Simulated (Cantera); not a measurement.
A diamond (100) surface in a fixed gas of H2 with x(CH4) = 0.0046, x(H) = 0.00095, x(CH3) = 0.00084, at 925 K; coverages are run to steady state.

Computed with Cantera and the Harris–Goodwin 1993 mechanism for the reconstructed diamond (100) surface.

θ: site fractions in the mechanism's names (c6HH fully hydrogenated, c6H* and c6*H radical sites, c6** diradical, c6HM methylated).

```csv
P (Pa),growth (µm/h),θ c6HH,θ c6H*,θ c6*H,θ c6**,θ c6HM
880,…,0.400,0.00718,0.185,0.00255,0.318
1400,…,0.392,0.00702,0.181,0.00250,0.328
2400,…,0.386,0.00691,0.178,0.00246,0.335
3900,…,0.383,0.00685,0.176,0.00243,0.339
6400,…,0.381,0.00681,0.175,0.00242,0.342
11000,…,0.379,0.00679,0.174,0.00241,0.343
17000,…,0.378,0.00678,0.174,0.00241,0.344
29000,…,0.378,0.00679,0.174,0.00240,0.345
```

**Question.** What belongs in the gaps?

**Answer.** 
- 880, growth (µm/h): 1.28
- 1400, growth (µm/h): 2.10
- 2400, growth (µm/h): 3.67
- 3900, growth (µm/h): 6.04
- 6400, growth (µm/h): 9.98
- 11000, growth (µm/h): 17.2
- 17000, growth (µm/h): 26.7
- 29000, growth (µm/h): 45.6
